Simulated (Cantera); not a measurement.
A Cantera script and what it prints.

```python
import numpy as np
import cantera as ct

gas_names = """
    CL CLO CL2 H HCL HOCL HO2 H2 H2O H2O2 O OH O2 O3 Sr SrCL SrCL2 SrO SrOH SrO2H2
""".split()
cond_names = """
    H2O(s) H2O(L) Sr(a) Sr(b) Sr(L) SrCL2(a) SrCL2(b) SrCL2(L) SrO(s) SrO(L) SrO2H2(s) SrO2H2(L)
""".split()


# ... load() reads the species with a 1 bar reference pressure and builds the phases ...
atoms = {
    'SrCl2': {'Sr': 1, 'CL': 2},
    'O2': {'O': 2},
    'H2': {'H': 2},
}
top_T = {}  # K; cautious upper limits of use, not melting points


# ... equilibrate(T, P, feed) seeds the gas with the atoms and calls Mixture.equilibrate('TP', solver="vcs", rtol=1e-11, max_steps=5000) ...
results = []
feed = {'SrCl2': 1, 'O2': 4.2, 'H2': 37}  # mol
P = 100000  # Pa
for T in [1348, 1423, 1498, 1573, 1648, 1723, 1798, 1873, 1948, 2023, 2098, 2173]:
    mix = equilibrate(T, P, feed)
    results.append((T, P, feed, dict(zip(mix.species_names, mix.species_moles))))

top = {s: max(r[3][s] / sum(r[3][g] for g in gas_names) for r in results) for s in gas_names}
cols = sorted((s for s in top if top[s] > 1e-05), key=lambda s: -top[s])[:6]
seen = [c for c in cond_names if any(r[3].get(c, 0) > 1e-12 for r in results)]
print("log10 of partial pressures in bar; condensed amounts in mol")
print(f"{'T/K':>10s}" + "".join(f"{s[:9]:>10s}" for s in cols + seen))
for T, P, feed, n in results:
    ng = sum(n[g] for g in gas_names)
    print(f"{T:10.4g}" + "".join(f"{np.log10(max(n[s] / ng * P / 1e5, 1e-99)):10.3f}" for s in cols)
          + "".join(f"{n.get(c, 0):10.4g}" for c in seen))
```

Output:

```
log10 of partial pressures in bar; condensed amounts in mol
       T/K        H2       H2O     SrCL2       HCL         H      SrCL  SrCL2(L)    SrO(s)
      1348    -0.112    -0.645    -4.490    -3.033    -5.692    -8.661    0.9816   0.01716
      1423    -0.112    -0.646    -3.893    -2.777    -5.234    -7.804    0.9643   0.03092
      1498    -0.113    -0.647    -3.363    -2.549    -4.821    -7.039    0.9315   0.05232
      1573    -0.113    -0.650    -2.889    -2.345    -4.448    -6.350     0.868   0.08386
      1648    -0.115    -0.654    -2.463    -2.161    -4.108    -5.728    0.7431    0.1283
      1723    -0.118    -0.660    -2.079    -1.996    -3.798    -5.163    0.4981    0.1886
      1798    -0.123    -0.670    -1.732    -1.848    -3.515    -4.648    0.0259    0.2681
      1873    -0.124    -0.670    -1.714    -1.857    -3.252    -4.329         0    0.2613
      1948    -0.124    -0.669    -1.710    -1.870    -3.009    -4.041         0    0.2505
      2023    -0.124    -0.669    -1.707    -1.882    -2.784    -3.776         0    0.2388
      2098    -0.125    -0.669    -1.705    -1.893    -2.574    -3.532         0    0.2245
      2173    -0.126    -0.670    -1.705    -1.903    -2.379    -3.306         0    0.2055
```

Method: chemical equilibrium by Gibbs-energy minimisation in Cantera with the NASA 1993 tables (ideal gas, pure condensed phases). Mutual solubility and eutectic melting of coexisting phases are not modelled. Condensed phases not in the tables: oxide chlorides.
